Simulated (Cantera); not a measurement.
A Cantera script and what it prints.

```python
import numpy as np
import cantera as ct

gas_names = """
    CL CL2 H HCL H2 Si SiCL SiCL2 SiCL3 SiCL4 SiH SiHCL3 SiH2 SiH2CL2 SiH3 SiH3CL SiH4 Si2 Si3
""".split()
cond_names = """
    Si(cr) Si(L)
""".split()


# ... load() reads the species with a 1 bar reference pressure and builds the phases ...
atoms = {
    'Si': {'Si': 1},
    'HCl': {'H': 1, 'CL': 1},
}
top_T = {}  # K; cautious upper limits of use, not melting points


# ... equilibrate(T, P, feed) seeds the gas with the atoms and calls Mixture.equilibrate('TP', solver="vcs", rtol=1e-11, max_steps=5000) ...
results = []
T = 950  # K
P = 15  # Pa
for m in [1.6, 2.1, 2.7, 3.5, 4.5, 5.8, 7.5]:
    feed = {'Si': 1, 'HCl': m}  # mol
    mix = equilibrate(T, P, feed)
    results.append((T, P, feed, dict(zip(mix.species_names, mix.species_moles))))

top = {s: max(r[3][s] / sum(r[3][g] for g in gas_names) for r in results) for s in gas_names}
cols = sorted((s for s in top if top[s] > 1e-06), key=lambda s: -top[s])[:8]
seen = [c for c in cond_names if any(r[3].get(c, 0) > 1e-12 for r in results)]
print("log10 of partial pressures in bar; condensed amounts in mol")
print(f"{'n(HCl)':>10s}" + "".join(f"{s[:9]:>10s}" for s in cols + seen))
for T, P, feed, n in results:
    ng = sum(n[g] for g in gas_names)
    print(f"{feed['HCl']:10.4g}" + "".join(f"{np.log10(max(n[s] / ng * P / 1e5, 1e-99)):10.3f}" for s in cols)
          + "".join(f"{n.get(c, 0):10.4g}" for c in seen))
```

Output:

```
log10 of partial pressures in bar; condensed amounts in mol
    n(HCl)        H2       HCL     SiCL4     SiCL2    SiHCL3     SiCL3   SiH2CL2    Si(cr)
       1.6    -4.039    -4.973    -4.369    -5.723    -5.773    -5.808    -8.171    0.6074
       2.1    -4.039    -4.973    -4.369    -5.723    -5.773    -5.808    -8.171    0.4847
       2.7    -4.039    -4.973    -4.369    -5.723    -5.773    -5.808    -8.171    0.3374
       3.5    -4.039    -4.973    -4.369    -5.723    -5.773    -5.808    -8.171    0.1411
       4.5    -4.076    -4.632    -4.387    -6.461    -6.170    -6.186    -8.946         0
       5.8    -4.206    -4.247    -4.511    -7.484    -6.808    -6.759   -10.100         0
       7.5    -4.337    -4.092    -4.640    -8.054    -7.223    -7.108   -10.800         0
```

Equilibrium computed with Cantera from the NASA thermochemical tables; the gas is ideal and each condensed phase is pure. The tables' values for SiCl3 are old estimates; treat these amounts as uncertain.
